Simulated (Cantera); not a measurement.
## Pyrogenic steam for wet oxidation

An isothermal, constant-pressure homogeneous reactor starts with H2 : O2 : N2 = 0.36 : 1 : 7.7 (molar parts), equivalence ratio 0.18, at 875 K and 100.0 Torr.

Model: the H2/O2 subset of GRI-Mech 3.0, which has no nitrogen chemistry, integrated in Cantera. Radical loss at walls, strong at low pressure, is not modelled. Below about 950 K walls govern HO2 and H2O2 in real vessels. The temperature is held fixed by assumption; the heat of reaction is taken as removed at once.

```json
[
 {"t (s)": "0.000400", "x H2": "0.0397", "x O2": "0.110", "x H": "3.78e-12", "x H2O": "2.91e-12", "x O": "1.07e-12"},
 {"t (s)": "0.00132", "x H2": "0.0397", "x O2": "0.110", "x H": "4.76e-11", "x H2O": "9.06e-11", "x O": "1.63e-11"},
 {"t (s)": "0.00434", "x H2": "0.0397", "x O2": "0.110", "x H": "5.79e-8", "x H2O": "1.31e-7", "x O": "2.01e-8"},
 {"t (s)": "0.0143", "x H2": "0.00457", "x O2": "0.0943", "x H": "0.000167", "x H2O": "0.0357", "x O": "0.000148"},
 {"t (s)": "0.0470", "x H2": "0.00112", "x O2": "0.0928", "x H": "4.27e-6", "x H2O": "0.0394", "x O": "1.65e-5"},
 {"t (s)": "0.155", "x H2": "0.000430", "x O2": "0.0925", "x H": "4.32e-7", "x H2O": "0.0401", "x O": "3.68e-6"},
 {"t (s)": "0.510", "x H2": "0.000168", "x O2": "0.0924", "x H": "5.46e-8", "x H2O": "0.0404", "x O": "8.65e-7"},
 {"t (s)": "1.68", "x H2": "5.43e-5", "x O2": "0.0924", "x H": "7.31e-9", "x H2O": "0.0405", "x O": "1.96e-7"},
 {"t (s)": "5.53", "x H2": "9.73e-6", "x O2": "0.0923", "x H": "6.40e-10", "x H2O": "0.0405", "x O": "2.68e-8"},
 {"t (s)": "18.2", "x H2": "6.46e-7", "x O2": "0.0923", "x H": "2.02e-11", "x H2O": "0.0405", "x O": "1.41e-9"},
 {"t (s)": "60.0", "x H2": "6.43e-9", "x O2": "0.0923", "x H": "<1e-12", "x H2O": "0.0405", "x O": "1.53e-10"}
]
```
x: mole fraction; the columns are a selection and need not sum to one.

Equilibrium at this temperature and pressure: H2 <1e-12, O2 0.0923, H <1e-12, H2O 0.0405, O 1.72e-12 (gas phase only).
